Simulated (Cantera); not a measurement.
An isothermal, constant-pressure homogeneous reactor starts with CH₄ : H₂ = 1 : 1.3 (molar parts), at 1800 K and 100.0 Torr. Integrator tolerance rtol = 1e-08.

Cantera simulation using GRI-Mech 3.0 (53 species, 325 reactions); the numbers are that mechanism's predictions, not measurements. GRI-Mech 3.0 stops at C3 and has no aromatics, soot or wall deposition, so with more carbon than oxygen in the feed, carbon stays in small species such as C2H2 where larger ones or solid carbon would form.

Problem. What does this change do: pressure from 100.0 Torr to 10.00 Torr?

Solution. 
```csv
quantity,before,after
x(CH₄) at 5.00 s,0.00232 (gas-phase equilibrium 0.00232),0.000525 (gas-phase equilibrium 0.000233)
x(H₂) at 5.00 s,0.846 (gas-phase equilibrium 0.846),0.845 (gas-phase equilibrium 0.846)
x(C₂H₆) at 5.00 s,5.75e-8 (gas-phase equilibrium 5.75e-8),2.22e-9 (gas-phase equilibrium 5.77e-10)
x(CH₂) at 5.00 s,6.07e-8 (gas-phase equilibrium 6.07e-8),1.36e-7 (gas-phase equilibrium 6.08e-8)
x(CH₃) at 5.00 s,5.02e-5 (gas-phase equilibrium 5.02e-5),3.59e-5 (gas-phase equilibrium 1.59e-5)
```
Radical loss at walls, strong at low pressure, is not modelled.
